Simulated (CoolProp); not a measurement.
A closed Brayton cycle with carbon dioxide: compressor inlet 308.15 K and 9.7 MPa, high pressure 25.3 MPa, turbine inlet 985 K, compressor efficiency 0.85, turbine efficiency 0.9, recuperator effectiveness 0.9 (on enthalpy, no pinch check). Each further row changes one setting.

The numbers come from the reference Helmholtz-energy equation of state, Span 1996 in CoolProp.

```json
[
 {"case": "as stated", "thermal efficiency (%)": "38.6", "net work (kJ/kg)": "129", "compressor to turbine work": "0.16", "compressor exit (K)": "333.8", "turbine exit (K)": "856.0"},
 {"case": "turbine inlet 935 K", "thermal efficiency (%)": "37.6", "net work (kJ/kg)": "121", "compressor to turbine work": "0.17", "compressor exit (K)": "333.8", "turbine exit (K)": "810.3"},
 {"case": "compressor inlet 318.15 K", "thermal efficiency (%)": "37.8", "net work (kJ/kg)": "120", "compressor to turbine work": "0.22", "compressor exit (K)": "368.6", "turbine exit (K)": "856.0"},
 {"case": "high pressure 21.5 MPa", "thermal efficiency (%)": "36.2", "net work (kJ/kg)": "110", "compressor to turbine work": "0.14", "compressor exit (K)": "328.7", "turbine exit (K)": "877.2"},
 {"case": "recuperator effectiveness 0.5", "thermal efficiency (%)": "21.7", "net work (kJ/kg)": "129", "compressor to turbine work": "0.16", "compressor exit (K)": "333.8", "turbine exit (K)": "856.0"}
]
```
